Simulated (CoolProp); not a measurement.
Vapour-liquid equilibrium of p-xylene (1) + n-nonane (2) at 337 K; x and y are mole fractions of (1).

Values from CoolProp's multi-fluid Helmholtz-energy mixture model, Zhou 2012 and Lemmon 2006; pair parameters Bell 2016.

```tsv
x	bubble pressure (bar)	y at the bubble point	dew pressure at overall composition x (bar)	liquid density (mol/L)
0.05	0.04983	0.090	0.04888	5.413
0.15	0.05375	0.242	0.05133	5.596
0.25	0.05738	0.370	0.05397	5.791
0.35	0.06079	(withheld)	0.05680	5.998
0.45	0.06405	0.579	(withheld)	6.219
0.55	0.06723	0.669	0.06307	6.455
0.65	0.07035	0.752	0.06654	6.708
0.75	0.07344	0.829	0.07027	6.979
0.85	0.07653	0.901	0.07431	7.270
0.95	(withheld)	0.968	0.07875	7.583
```

**Question.** Fill in the missing entries.

**Answer.** 
- 0.35, y at the bubble point: 0.480
- 0.45, dew pressure at overall composition x (bar): 0.05983
- 0.95, bubble pressure (bar): 0.07962

No azeotrope shows between x = 0.05 and 0.95.

The pair parameters rest on a limited set of measurements; away from them the model extrapolates.
